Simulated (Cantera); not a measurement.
Feed: 1 mol Mg(OH)2, 1.2 mol H2, 1.2 mol H2O, at 29.3 Torr.

Cantera equilibrium calculation (NASA polynomials, part measured and part estimated; ideal gas, pure solids and liquids). Candidate condensed phases: H2O, Mg, MgO, Mg(OH)2; 15 gas species. Equilibrium is a limit: real reactors are often held back by kinetics, nucleation or transport. All values below are at 1075 °C.

Base state: H2O 0.647, H2 0.353 (mole fractions); condensed: MgO(s).

### Question
What changes in the equilibrium state with this change: 0.014 mol CO2 added?

### Answer
```tsv
species	before	after
H2O	0.647	0.647
H2	0.353	0.349
CO	0	0.00211
CO2	0	0.00199
MgO(s), mol	1.00	1.00
```
Further candidate phases: C, C6H6, C7H8, C8H18, MgCO3.
